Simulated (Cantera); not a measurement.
Hydrocarbon pyrolysis for carbon deposition

An isothermal, constant-pressure homogeneous reactor starts with 9.90 % CH₄, 90.1 % N₂, at 1700 K and 100.0 Torr.

Cantera simulation using GRI-Mech 3.0 (53 species, 325 reactions); the numbers are that mechanism's predictions, not measurements. GRI-Mech 3.0 stops at C3 and has no aromatics, soot or wall deposition, so with more carbon than oxygen in the feed, carbon stays in small species such as C2H2 where larger ones or solid carbon would form.

```csv
t (s),x CH₄,x C₂H₄,x CH₃,x CH₂,x HCN,x H₂,x H
0.000700,0.0988,6.06e-6,0.000212,2.28e-8,2.73e-12,0.000120,4.99e-7
0.00199,0.0981,0.000126,0.000561,1.46e-7,4.75e-11,0.000574,1.41e-6
0.00568,0.0928,0.00179,0.00122,6.44e-7,2.34e-9,0.00551,8.52e-6
0.0162,0.0684,0.00408,0.00116,8.03e-7,6.42e-8,0.0369,3.69e-5
0.0461,0.0393,0.000885,0.000644,4.70e-7,3.13e-7,0.0800,6.77e-5
0.131,0.0169,0.000174,0.000305,2.61e-7,9.03e-7,0.111,0.000101
0.374,0.00554,5.18e-5,0.000113,1.14e-7,1.89e-6,0.127,0.000129
1.07,0.00167,3.95e-5,3.65e-5,4.03e-8,3.01e-6,0.133,0.000143
3.04,0.000547,3.89e-5,1.22e-5,1.39e-8,4.13e-6,0.134,0.000148
8.65,0.000232,3.90e-5,5.20e-6,5.94e-9,5.39e-6,0.135,0.000149
24.6,0.000178,3.90e-5,3.99e-6,4.56e-9,7.64e-6,0.135,0.000149
70.2,0.000177,3.90e-5,3.96e-6,4.53e-9,1.45e-5,0.135,0.000149
200,0.000177,3.90e-5,3.96e-6,4.52e-9,3.65e-5,0.135,0.000149
```
x: mole fraction; the columns are a selection and need not sum to one.

Equilibrium at this temperature and pressure: CH₄ 0.000100, C₂H₄ 1.24e-5, CH₃ 2.25e-6, CH₂ 2.57e-9, HCN 0.0613, H₂ 0.135, H 0.000149 (gas phase only).
